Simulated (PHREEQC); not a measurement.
Consider water at 85 °C with 0.018 mol/kgw (NH4)2SiF6 and 0.00031 mol/kgw NH4F. Closed to the air; pH follows from the charge balance.

The numbers come from PHREEQC with the ion-association model, phreeqc.dat.

Task: The ionic strength comes out as 0.0525 mol/kgw. What activity coefficients do H+, SiF6-2, NH4+, F-, HF2- get?

Result: H+ 0.84, SiF6-2 0.42, NH4+ 0.77, F- 0.79, HF2- 0.80.

No solid was allowed to form. Examples of supersaturated solids here: Quartz (slow to form), Chalcedony (slow to form). Others may be too. Constants without temperature data keep their 25 °C values here. SiF6-2 is the database's only silicon fluoride.
